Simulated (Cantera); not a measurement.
Charge: 1 mol Si, 3.3 mol CO, 2.5 mol H₂, at 19.0 mbar.

These are equilibrium values from Cantera (NASA tables, ideal gas, pure condensed phases), not measurements of a reactor. Candidate condensed phases: C, C₆H₆, C₇H₈, C₈H₁₈, H₂O, Si, SiC, SiO₂; 123 gas species. Mutual solubility and eutectic melting of coexisting phases are not modelled. The tables hold silica as quartz up to 1696 K and as liquid above; real silica turns to tridymite and cristobalite and melts near 1996 K. Gases not in the tables: Si₂H₆ and higher silanes. Equilibrium is a limit: real reactors are often held back by kinetics, nucleation or transport.

**Question.** Which condensed phases are stable at each of these points (T (°C)): 675, 775, 875, 975, 1075, 1175, 1275, 1375, 1475, 1575, 1675, 1775?

**Answer.** 
```tsv
T (°C)	condensed phases	Si condensed (%)
675	C(graphite) + SiO₂(β-quartz)	100.0
775	C(graphite) + SiO₂(β-quartz)	100.0
875	C(graphite) + SiO₂(β-quartz)	100.0
975	C(graphite) + SiO₂(β-quartz)	100.0
1075	C(graphite) + SiO₂(β-quartz)	100.0
1175	C(graphite) + SiC(s) + SiO₂(β-quartz)	99.6
1275	SiC(s) + SiO₂(β-quartz)	94.7
1375	SiC(s)	50.0
1475	SiC(s)	50.0
1575	SiC(s)	50.0
1675	SiC(s)	49.9
1775	SiC(s)	49.6
```

From 675 °C to 1075 °C the condensed part is C(graphite) + SiO₂(β-quartz). At 1175 °C the condensed part is C(graphite) + SiC(s) + SiO₂(β-quartz). At 1275 °C the condensed part is SiC(s) + SiO₂(β-quartz). From 1375 °C to 1775 °C the condensed part is SiC(s).
